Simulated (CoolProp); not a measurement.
Vapour pressure (bar) of propane: the reference equation beside estimates from Tc = 96.7 °C, pc = 42.51 bar, ω = 0.152. Clausius-Clapeyron is anchored at 4.55 °C with a constant enthalpy of vaporisation of 16.24 kJ/mol.

Computed with CoolProp (reference Helmholtz-energy equation of state, Lemmon 2009).

| T (°C) | reference | Lee-Kesler | Clausius-Clapeyron | van der Waals | Redlich-Kwong | Soave-Redlich-Kwong | Peng-Robinson |
|---|---|---|---|---|---|---|---|
| -3.15 | 4.304 | 4.316 | 4.450 | 10.52 | 5.242 | 4.319 | 4.294 |
| 4.55 | 5.439 | 5.458 | 5.439 | 12.07 | [?] | 5.469 | 5.426 |
| 12.25 | 6.781 | 6.809 | [?] | 13.76 | 8.037 | 6.833 | 6.769 |
| 19.85 | [?] | 8.366 | 7.853 | 15.57 | 9.741 | 8.411 | 8.323 |
| 27.55 | 10.15 | 10.19 | 9.315 | 17.55 | 11.71 | 10.27 | 10.15 |
| 35.25 | 12.25 | 12.29 | 10.96 | [?] | 13.93 | 12.40 | 12.26 |
| 42.95 | 14.65 | 14.69 | 12.78 | 21.96 | 16.42 | 14.85 | 14.68 |
| 50.65 | 17.38 | 17.41 | 14.81 | 24.41 | 19.20 | 17.62 | 17.44 |
| 58.35 | 20.46 | 20.48 | 17.04 | 27.01 | 22.27 | 20.75 | 20.55 |
| 66.05 | 23.93 | 23.95 | 19.47 | 29.78 | 25.66 | 24.26 | 24.05 |
| 73.75 | 27.82 | [?] | 22.13 | 32.72 | 29.37 | 28.17 | 27.98 |

Question: What belongs in the gaps?

Answer: 
- 4.55, Redlich-Kwong: 6.535
- 12.25, Clausius-Clapeyron: 6.575
- 19.85, reference: 8.332
- 35.25, van der Waals: 19.68
- 73.75, Lee-Kesler: 27.84

Absolute difference from the reference over all 11 rows, mean and median: Lee-Kesler 0.3 and 0.3 %, Clausius-Clapeyron 10.4 and 10.5 %, van der Waals 68.6 and 60.7 %, Redlich-Kwong 13.7 and 13.7 %, Soave-Redlich-Kwong 1.1 and 1.2 %, Peng-Robinson 0.3 and 0.2 %.
